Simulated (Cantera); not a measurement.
A perfectly stirred reactor is fed with 35.1 % H2, 13.5 % O2, 50.9 % N2, 0.421 % NO, at 220000 Pa; it is adiabatic with a 425 K inlet, and is followed from long to short residence time, starting on the burning branch (τ in s: 0.23, 0.097, 0.04, 0.017, 0.0069, 0.0029, 0.0012, 0.00049, 0.0002, 8.4e-05, 3.5e-05, 1.4e-05).

Detailed kinetics in Cantera: GRI-Mech 3.0 (53 species, 325 reactions). The hydrogen kinetics of GRI-Mech 3.0 are dated; newer H2 mechanisms differ, most at raised pressure. The mechanism lacks 2 NO + O2 → 2 NO2 and HONO, so NO2 and the effect of NO are under-described below about 1400 K.

Q: Predict: blow-out, bracketed by the residence times tried; x(H2) at τ = 0.230 s; x(O2) at τ = 0.230 s; x(NO) at τ = 0.230 s; x(H) at τ = 0.230 s; x(H2O2) at τ = 0.230 s; x(H2) at τ = 1.20 ms; x(O2) at τ = 1.20 ms; x(NO) at τ = 1.20 ms; x(H) at τ = 1.20 ms; x(H2O2) at τ = 1.20 ms.

A: 
```
Property                                                                          Result
------------------------------------------------  --------------------------------------
blow-out, bracketed by the residence times tried  burning at 14.0 µs, the shortest tried
x(H2) at τ = 0.230 s                                                              0.0887
x(O2) at τ = 0.230 s                                                            0.000127
x(NO) at τ = 0.230 s                                                            0.000560
x(H) at τ = 0.230 s                                                              0.00407
x(H2O2) at τ = 0.230 s                                                           3.31e-8
x(H2) at τ = 1.20 ms                                                              0.0910
x(O2) at τ = 1.20 ms                                                             0.00103
x(NO) at τ = 1.20 ms                                                             0.00316
x(H) at τ = 1.20 ms                                                               0.0113
x(H2O2) at τ = 1.20 ms                                                           1.51e-7
```
